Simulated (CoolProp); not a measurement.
Vapour-liquid equilibrium of R125 (1) + R115 (2) at 0.0931 MPa; x and y are mole fractions of (1).

Computed with CoolProp (multi-fluid Helmholtz-energy mixture model, Lemmon 2005 and Lemmon 2016; pair parameters Bell 2016).

Problem. Give the bubble temperature and the first vapour's composition at x = 0.35, 0.725, 0.95. Is there an azeotrope?

Solution. x = 0.35: 224.3 K, y = 0.502; x = 0.725: 222.5 K, y = 0.738; x = 0.95: 223.0 K, y = 0.934. y crosses x between x = 0.725 and 0.8: the model has an azeotrope there.

Pair parameters are fitted to limited data, so mixtures are less certain than the pure fluids.
